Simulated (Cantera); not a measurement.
## Premixed flame

A freely propagating, adiabatic, planar premixed flame of CH4 : O2 : N2 = 1 : 1.67 : 6.27 (molar parts), equivalence ratio 1.2, unburnt at 675 K and 500000 Pa; mixture-averaged transport, grid criteria slope 0.08 and curve 0.16, no radiation.

Detailed kinetics in Cantera: GRI-Mech 3.0 (53 species, 325 reactions). Burning velocities carry a grid error of a few per cent, more on coarse grids.

```tsv
z (mm)	T (K)	u (m/s)	x CH4	x O2	x C2H2	x CO	x C2H6	x NO2
-0.285	676	0.884	0.112	0.186	3.76e-8	1.23e-5	1.34e-7	<1e-8
-0.190	681	0.895	0.111	0.185	5.72e-7	0.000141	2.42e-6	2.42e-8
-0.143	698	0.921	0.109	0.184	2.76e-6	0.000567	1.31e-5	1.04e-7
-0.0951	798	1.06	0.101	0.175	2.34e-5	0.00351	0.000133	5.92e-7
-0.0475	1240	1.68	0.0675	0.133	0.000191	0.0205	0.00106	9.04e-7
-0.0238	1648	2.25	0.0361	0.0888	0.000468	0.0398	0.00111	2.96e-7
0	2023	2.79	0.00882	0.0413	0.000750	0.0587	0.000125	4.14e-8
0.0238	2195	3.02	0.000804	0.0151	0.000232	0.0613	1.16e-6	1.70e-8
0.0475	2248	3.09	4.58e-5	0.00642	2.07e-5	0.0558	<1e-8	1.83e-8
0.0951	2294	3.14	2.23e-7	0.00278	1.57e-7	0.0499	<1e-8	1.86e-8
0.190	2339	3.19	<1e-8	0.00146	<1e-8	0.0479	<1e-8	1.65e-8
0.380	2375	3.23	<1e-8	0.000685	<1e-8	0.0474	<1e-8	1.35e-8
0.761	2396	3.26	<1e-8	0.000308	<1e-8	0.0471	<1e-8	1.09e-8
```
x: mole fraction of selected species; z is measured from the peak of heat release.

```yaml
laminar_burning_velocity: 88.2 cm/s
thermal_thickness: 0.0951 mm
peak x(C2H2): 0.000761
peak x(CO): 0.0623
peak x(C2H6): 0.00130
grid_points: 146
```
